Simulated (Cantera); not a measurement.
Equilibrium for iron carbonyl, mercury and lead vapours: PbO + H2

A closed system holds: 1 mol PbO, 0.057 mol H2, at 1.00 Torr.

Cantera equilibrium calculation (NASA polynomials, part measured and part estimated; ideal gas, pure solids and liquids). Candidate condensed phases: H2O, Pb, PbO, PbO2, Pb3O4; 12 gas species. Mutual solubility and eutectic melting of coexisting phases are not modelled. Gases not in the tables: (PbO)n polymers. Equilibrium is a limit: real reactors are often held back by kinetics, nucleation or transport.

```csv
T (K),x H2O,x PbO,x Pb,x O2,x OH,x H2,x O,x Pb2,n Pb(l),n PbO(red),n PbO(yellow),n PbO(l)
675,1.000,2.05e-11,2.54e-7,<1e-12,<1e-12,3.11e-5,<1e-12,<1e-12,0.0570,0.943,0,0
750,1.000,3.14e-9,7.11e-6,<1e-12,<1e-12,4.85e-5,<1e-12,<1e-12,0.0570,0.943,0,0
825,1.000,1.88e-7,0.000108,<1e-12,1.10e-11,7.13e-5,<1e-12,1.38e-11,0.0570,0,0.943,0
900,0.999,5.60e-6,0.00103,<1e-12,3.00e-10,9.97e-5,<1e-12,6.09e-10,0.0569,0,0.943,0
975,0.993,9.73e-5,0.00688,6.88e-11,4.89e-9,0.000133,<1e-12,1.48e-8,0.0566,0,0.943,0
1050,0.964,0.00111,0.0349,3.19e-9,5.26e-8,0.000169,1.03e-12,2.24e-7,0.0549,0,0.943,0
1125,0.849,0.00904,0.142,8.76e-8,3.91e-7,0.000189,3.74e-11,2.33e-6,0.0475,0,0.942,0
1200,0.474,0.0512,0.474,1.35e-6,1.72e-6,0.000142,7.98e-10,1.74e-5,0,0,0,0.937
1275,0.391,0.217,0.391,0.000159,1.34e-5,4.69e-5,3.85e-8,8.27e-6,0,0,0,0.911
1350,0.0513,0.751,0.149,0.0489,4.77e-5,1.30e-6,2.56e-6,8.73e-7,0,0,0,0
1425,0.0499,0.678,0.198,0.0740,0.000112,3.31e-6,1.03e-5,1.16e-6,0,0,0,0
1500,0.0483,0.596,0.253,0.102,0.000238,7.83e-6,3.55e-5,1.45e-6,0,0,0,0
```
x: gas mole fraction; n: condensed amount in mol.

From 675 K to 750 K the condensed part is Pb(l) + PbO(red). From 825 K to 1125 K the condensed part is Pb(l) + PbO(yellow). From 1200 K to 1275 K the condensed part is PbO(l). From 1350 K to 1500 K nothing is condensed.
